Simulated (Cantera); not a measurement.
A perfectly stirred reactor is fed with CO : O2 : H2O : N2 = 0.025 : 0.0046 : 0.031 : 1 (molar parts), equivalence ratio 2.7, at 1.60 bar; it is held at 1423 K, and followed from long to short residence time.

Detailed kinetics in Cantera: GRI-Mech 3.0 (53 species, 325 reactions).

Question: Predict: x(CO) at τ = 23.0 s; x(O2) at τ = 23.0 s; x(H2O) at τ = 23.0 s; x(OH) at τ = 23.0 s; x(CO) at τ = 0.200 s; x(O2) at τ = 0.200 s; x(H2O) at τ = 0.200 s; x(H2O2) at τ = 0.200 s; x(OH) at τ = 0.200 s.

Answer: 
```
Property                  Value
----------------------  -------
x(CO) at τ = 23.0 s     0.00887
x(O2) at τ = 23.0 s     1.24e-6
x(H2O) at τ = 23.0 s     0.0233
x(OH) at τ = 23.0 s     1.78e-6
x(CO) at τ = 0.200 s    0.00907
x(O2) at τ = 0.200 s    1.51e-5
x(H2O) at τ = 0.200 s    0.0234
x(H2O2) at τ = 0.200 s  1.88e-9
x(OH) at τ = 0.200 s    1.92e-5
```
